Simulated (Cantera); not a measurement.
A perfectly stirred reactor is fed with CH3OH : O2 : N2 = 0.0074 : 0.035 : 1 (molar parts), at 1.00 bar; it is held at 1550 K, and followed from long to short residence time.

Computed with Cantera and GRI-Mech 3.0 (53 species, 325 reactions). GRI-Mech 3.0 was tuned for natural gas; its chemistry of methanol as a main component is partial and can be far from experiment.

**Question.** What does this change do: O2 0.035 to 0.0044 parts?

**Answer.** 
| quantity | before | after |
|---|---|---|
| x(CH3OH) at τ = 0.720 s | 6.11e-7 | 2.83e-7 |
| x(O2) at τ = 0.720 s | 0.0228 | 4.86e-6 |
| x(C2H6) at τ = 0.720 s | <1e-12 | 4.69e-11 |
| x(CO2) at τ = 0.720 s | 0.00703 | 0.00175 |
| x(H2O) at τ = 0.720 s | 0.0141 | 0.00684 |
| x(CH3OH) at τ = 12.0 ms | 6.61e-6 | 4.95e-6 |
| x(O2) at τ = 12.0 ms | 0.0230 | 7.95e-5 |
| x(C2H6) at τ = 12.0 ms | <1e-12 | 2.82e-9 |
| x(CO2) at τ = 12.0 ms | 0.00649 | 0.00151 |
| x(H2O) at τ = 12.0 ms | 0.0138 | 0.00693 |

**Question.** What does this change do: CH3OH 0.0074 to 0.003 parts?

**Answer.** 
| quantity | before | after |
|---|---|---|
| x(CH3OH) at τ = 0.720 s | 6.11e-7 | 4.03e-7 |
| x(O2) at τ = 0.720 s | 0.0228 | 0.0293 |
| x(C2H6) at τ = 0.720 s | <1e-12 | <1e-12 |
| x(CO2) at τ = 0.720 s | 0.00703 | 0.00286 |
| x(H2O) at τ = 0.720 s | 0.0141 | 0.00573 |
| x(CH3OH) at τ = 12.0 ms | 6.61e-6 | 4.67e-6 |
| x(O2) at τ = 12.0 ms | 0.0230 | 0.0294 |
| x(C2H6) at τ = 12.0 ms | <1e-12 | <1e-12 |
| x(CO2) at τ = 12.0 ms | 0.00649 | 0.00252 |
| x(H2O) at τ = 12.0 ms | 0.0138 | 0.00561 |
